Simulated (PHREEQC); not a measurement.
PHREEQC input (ion-association model, phreeqc.dat):

```
SOLUTION 1
  temp 25
  units mol/kgw
  pH 7 charge
  Cl 0.076
  K 0.076
END
SELECTED_OUTPUT 1
  -reset false
  -pH true
  -pe true
  -ionic_strength true
  -water true
  -totals Cl K Hdg Ntg
  -molalities H+ K+ Cl- OH-
  -saturation_indices Sylvite
USER_PUNCH 1
  -headings p_Hdg(g) phi_Hdg(g) p_Ntg(g) phi_Ntg(g) p_H2O(g) phi_H2O(g) density
  10 PUNCH PR_P("Hdg(g)"), PR_PHI("Hdg(g)"), PR_P("Ntg(g)"), PR_PHI("Ntg(g)"), PR_P("H2O(g)"), PR_PHI("H2O(g)"), RHO
PRINT
  -reset false
USE solution 1
REACTION_TEMPERATURE 1
  50
GAS_PHASE 1
  -fixed_pressure
  -pressure 2
  -temperature 50
  -volume 20
  Hdg(g) 0.92
  Ntg(g) 1.08
  H2O(g) 0
END
# ... the last block is repeated for the other 12 points of P (atm)
```

Selected output (columns that matter, 13 of 13 rows; P (atm) added in front):

```
P (atm)	pH	mu	Cl	K	Hdg	Ntg	si_Sylvite	p_Hdg(g)	phi_Hdg(g)	p_Ntg(g)	phi_Ntg(g)	p_H2O(g)	phi_H2O(g)	density
2	6.6158	0.076135	0.076134	0.076134	0.00061974	0.00051263	-3.472	0.86372	1.0007	1.0142	0.99978	0.12209	0.99229	0.99155
5	6.6153	0.076131	0.076131	0.076131	0.0016057	0.0013261	-3.4725	2.2429	1.0016	2.6337	0.99921	0.12333	0.98428	0.99165
10	6.6144	0.076132	0.076131	0.076131	0.0032393	0.0026681	-3.4732	4.5416	1.0033	5.333	0.99838	0.12541	0.97123	0.99183
20	6.6127	0.076135	0.076135	0.076135	0.0064705	0.0053024	-3.4745	9.139	1.0067	10.731	0.99694	0.12961	0.94611	0.99217
30	6.6109	0.076139	0.076139	0.076139	0.0096547	0.0078729	-3.4758	13.736	1.0102	16.13	0.99576	0.13388	0.92221	0.99252
40	6.6092	0.076143	0.076143	0.076143	0.012793	0.010383	-3.4771	18.334	1.0138	21.528	0.99484	0.13819	0.89948	0.99287
50	6.6074	0.076147	0.076147	0.076147	0.015886	0.012835	-3.4784	22.931	1.0174	26.927	0.99417	0.14256	0.87784	0.99322
75	6.6031	0.076158	0.076157	0.076157	0.023428	0.018731	-3.4816	34.424	1.0267	40.422	0.99355	0.15367	0.82822	0.99409
100	6.5987	0.076168	0.076167	0.076167	0.030707	0.024324	-3.4848	45.917	1.0364	53.918	0.99433	0.16502	0.78436	0.99496
150	6.5899	0.076188	0.076187	0.076187	0.044527	0.034729	-3.4909	68.902	1.0567	80.909	0.99978	0.18821	0.7112	0.99671
200	6.5811	0.076206	0.076206	0.076206	0.057433	0.044268	-3.4969	91.888	1.0784	107.9	1.0099	0.21177	0.6536	0.99846
300	6.5635	0.07624	0.076239	0.076239	0.080797	0.061356	-3.5083	137.86	1.1254	161.88	1.0419	0.25887	0.57153	1.002
400	6.5459	0.076266	0.076266	0.076266	0.1013	0.076454	-3.519	183.83	1.1774	215.87	1.0873	0.30471	0.51877	1.0055
```

At this temperature some constants are extrapolated from 25 °C, and those without enthalpy data are left unchanged.
